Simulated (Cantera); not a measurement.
Feed: 1 mol Fe2O3, 11 mol CO, 0.44 mol H2, 0.5 mol CH4, at 7.50 Torr.

Cantera equilibrium calculation (NASA polynomials, part measured and part estimated; ideal gas, pure solids and liquids). Candidate condensed phases: C, C6H6, C7H8, C8H18, Fe, Fe(CO)5, FeO, Fe(OH)2, Fe(OH)3, Fe2O3, Fe3O4, H2O; 114 gas species. Mutual solubility and eutectic melting of coexisting phases are not modelled. The tables' stoichiometric FeO is somewhat more stable than real wüstite, so its field is too wide. FeO: taken at fixed stoichiometry. Rates play no part.

Q: At 1325 K, list the 4 most abundant gas species with their mole fractions, and the condensed phases.

A: CO 0.752, CO2 0.137, H2 0.0830, H2O 0.0282. Condensed: Fe(γ) + FeO(s).
